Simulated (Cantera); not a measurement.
Input: 1 mol Si, 0.0039 mol H2O, 32 mol N2, 0.98 mol N2O, equilibrated at 1075 °C and 405 Torr.

These are equilibrium values from Cantera (NASA tables, ideal gas, pure condensed phases), not measurements of a reactor. Candidate condensed phases: H2O, Si, SiO2, Si2N2O, Si3N4; 35 gas species. Mutual solubility and eutectic melting of coexisting phases are not modelled. The tables hold silica as quartz up to 1696 K and as liquid above; real silica turns to tridymite and cristobalite and melts near 1996 K. Kinetics and transport are ignored.

Base state: N2 1.000, H2 0.000119 (mole fractions); condensed: SiO2(β-quartz) + Si2N2O(s).

Question: What changes in the equilibrium state with this change: temperature from 1075 °C to 1550 °C?

Answer: 
```
species                 before     after
--------------------  --------  --------
N2                       1.000     0.994
SiO                    5.39e-8   0.00595
H2                    0.000119  0.000115
SiO2(β-quartz), mol      0.323         0
Si2N2O(s), mol           0.339     0.273
SiO2(condensed), mol         0     0.257
```
